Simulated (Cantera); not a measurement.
A Cantera script and its output.

```python
import numpy as np
import cantera as ct

gas = ct.Solution("gri30.yaml")
gas.TPX = 500, 100000, {'C3H8': 1, 'O2': 5.38, 'N2': 20.2}
inlet = ct.Reservoir(gas, clone=True)
gas.equilibrate("HP")  # start burning
reactor = ct.IdealGasConstPressureReactor(gas, energy="on", clone=False)
exhaust = ct.Reservoir(gas, clone=True)
tau = [0.14, 0.058, 0.023, 0.0094, 0.0038, 0.0015, 0.00062, 0.00025, 0.0001, 4.1e-05, 1.7e-05, 6.7e-06][0]
for a, b in ((inlet, reactor), (reactor, exhaust)):
    ct.MassFlowController(a, b, mdot=lambda t: reactor.mass / tau)
net = ct.ReactorNet([reactor])
show = ['C3H8', 'O2', 'H', 'HO2', 'H2', 'CH3', 'NO2']

rows = []
print(f"{'tau/s':>10s}{'T/K':>9s}" + "".join(f"{s:>11s}" for s in show))
for tau in [0.14, 0.058, 0.023, 0.0094, 0.0038, 0.0015, 0.00062, 0.00025, 0.0001, 4.1e-05, 1.7e-05, 6.7e-06]:
    net.initial_time = 0.0
    net.advance(30 * tau)
    before = gas.X
    net.advance(40 * tau)
    drift = np.max(np.abs(gas.X - before) / (gas.X + 1e-9))
    rows.append([gas.T, *gas[show].X, drift])
    print(f"{tau:10.3e}{gas.T:9.1f}" + "".join(f"{x:11.3e}" for x in gas[show].X))
```

Result:

```
     tau/s      T/K       C3H8         O2          H        HO2         H2        CH3        NO2
 1.400e-01   2307.6  9.306e-08  1.736e-02  6.063e-04  1.564e-06  2.662e-03  3.979e-07  8.476e-07
 5.800e-02   2298.1  2.158e-07  1.826e-02  7.215e-04  1.652e-06  2.929e-03  8.674e-07  5.918e-07
 2.300e-02   2276.2  5.046e-07  1.969e-02  9.933e-04  1.833e-06  3.499e-03  1.828e-06  3.477e-07
 9.400e-03   2239.3  1.099e-06  2.163e-02  1.533e-03  2.207e-06  4.441e-03  3.530e-06  1.797e-07
 3.800e-03   2186.6  2.328e-06  2.407e-02  2.497e-03  2.964e-06  5.764e-03  6.746e-06  8.364e-08
 1.500e-03   2121.2  4.988e-06  2.687e-02  4.004e-03  4.333e-06  7.357e-03  1.343e-05  3.860e-08
 6.200e-04   2052.7  1.058e-05  2.980e-02  5.830e-03  6.415e-06  8.897e-03  2.696e-05  2.028e-08
 2.500e-04   1978.7  2.469e-05  3.351e-02  7.669e-03  1.003e-05  1.031e-02  5.894e-05  1.153e-08
 1.000e-04   1892.2  6.899e-05  3.991e-02  8.423e-03  1.894e-05  1.155e-02  1.483e-04  6.898e-09
 4.100e-05    500.0  3.762e-02  2.024e-01 -1.002e-29 -1.614e-18 -3.192e-16 -6.424e-19 -1.613e-20
 1.700e-05    500.0  3.762e-02  2.024e-01 -1.732e-33  3.930e-21 -4.166e-20 -8.379e-23 -2.105e-24
 6.700e-06    500.0  3.762e-02  2.024e-01 -1.032e-34  1.777e-21 -2.632e-21 -5.286e-24 -1.330e-25
```

Model: GRI-Mech 3.0 (53 species, 325 reactions), integrated in Cantera. GRI-Mech 3.0 was tuned for natural gas; its chemistry of propane as a main component is partial and can be far from experiment.
